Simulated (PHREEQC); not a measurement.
0.14 g of hydrous ferric oxide (600 m²/g; 0.2 weak and 0.005 strong sites per Fe, Dzombak-Morel constants, diffuse double layer) in 1 kg of water with 0.1 mol/kgw of an inert sodium salt and 1.1e-06 mol/kgw CuSO4, at 25 °C; the pH is set by adding NaOH or the inert anion's acid. O2 is buffered at 0.21 atm. CO2 from the air is kept out. Nothing may precipitate in this run.

Base run: PHREEQC, ion-association model, wateq4f.dat. Each further column changes one thing. The table gives Cu sorbed (%).

```json
[
 {"pH": "4", "base": "1.3", "no electrostatic term (-no_edl)": "1.5", "background salt from 0.1 to 0.01 mol/kgw": "1.5", "oxide from 0.14 to 0.7 g/kgw": "6.1", "3.8e-05 mol/kgw H3BO3 added": "1.3"},
 {"pH": "4.5", "base": "10.0", "no electrostatic term (-no_edl)": "13.0", "background salt from 0.1 to 0.01 mol/kgw": "10.2", "oxide from 0.14 to 0.7 g/kgw": "35.6", "3.8e-05 mol/kgw H3BO3 added": "10.0"},
 {"pH": "5", "base": "45.9", "no electrostatic term (-no_edl)": "58.6", "background salt from 0.1 to 0.01 mol/kgw": "45.1", "oxide from 0.14 to 0.7 g/kgw": "81.3", "3.8e-05 mol/kgw H3BO3 added": "45.9"},
 {"pH": "6", "base": "97.8", "no electrostatic term (-no_edl)": "99.2", "background salt from 0.1 to 0.01 mol/kgw": "97.8", "oxide from 0.14 to 0.7 g/kgw": "99.6", "3.8e-05 mol/kgw H3BO3 added": "97.8"},
 {"pH": "6.5", "base": "99.7", "no electrostatic term (-no_edl)": "99.9", "background salt from 0.1 to 0.01 mol/kgw": "99.7", "oxide from 0.14 to 0.7 g/kgw": "99.9", "3.8e-05 mol/kgw H3BO3 added": "99.7"},
 {"pH": "7", "base": "99.9", "no electrostatic term (-no_edl)": "100.0", "background salt from 0.1 to 0.01 mol/kgw": "99.9", "oxide from 0.14 to 0.7 g/kgw": "100.0", "3.8e-05 mol/kgw H3BO3 added": "99.9"},
 {"pH": "7.5", "base": "100.0", "no electrostatic term (-no_edl)": "100.0", "background salt from 0.1 to 0.01 mol/kgw": "99.9", "oxide from 0.14 to 0.7 g/kgw": "100.0", "3.8e-05 mol/kgw H3BO3 added": "100.0"},
 {"pH": "8.5", "base": "99.9", "no electrostatic term (-no_edl)": "99.9", "background salt from 0.1 to 0.01 mol/kgw": "99.9", "oxide from 0.14 to 0.7 g/kgw": "100.0", "3.8e-05 mol/kgw H3BO3 added": "99.9"},
 {"pH": "9", "base": "99.9", "no electrostatic term (-no_edl)": "99.3", "background salt from 0.1 to 0.01 mol/kgw": "99.9", "oxide from 0.14 to 0.7 g/kgw": "100.0", "3.8e-05 mol/kgw H3BO3 added": "99.9"},
 {"pH": "9.5", "base": "99.9", "no electrostatic term (-no_edl)": "95.7", "background salt from 0.1 to 0.01 mol/kgw": "99.9", "oxide from 0.14 to 0.7 g/kgw": "100.0", "3.8e-05 mol/kgw H3BO3 added": "99.9"},
 {"pH": "10", "base": "99.8", "no electrostatic term (-no_edl)": "72.6", "background salt from 0.1 to 0.01 mol/kgw": "99.9", "oxide from 0.14 to 0.7 g/kgw": "100.0", "3.8e-05 mol/kgw H3BO3 added": "99.8"},
 {"pH": "11", "base": "99.4", "no electrostatic term (-no_edl)": "2.9", "background salt from 0.1 to 0.01 mol/kgw": "99.8", "oxide from 0.14 to 0.7 g/kgw": "99.9", "3.8e-05 mol/kgw H3BO3 added": "99.4"},
 {"pH": "11.5", "base": "98.2", "no electrostatic term (-no_edl)": "0.3", "background salt from 0.1 to 0.01 mol/kgw": "99.6", "oxide from 0.14 to 0.7 g/kgw": "99.7", "3.8e-05 mol/kgw H3BO3 added": "98.2"},
 {"pH": "12", "base": "92.4", "no electrostatic term (-no_edl)": "0.0", "background salt from 0.1 to 0.01 mol/kgw": "98.7", "oxide from 0.14 to 0.7 g/kgw": "98.5", "3.8e-05 mol/kgw H3BO3 added": "92.4"}
]
```

The database's constant for dissolved Cu(OH)2 is higher than later reviews accept.
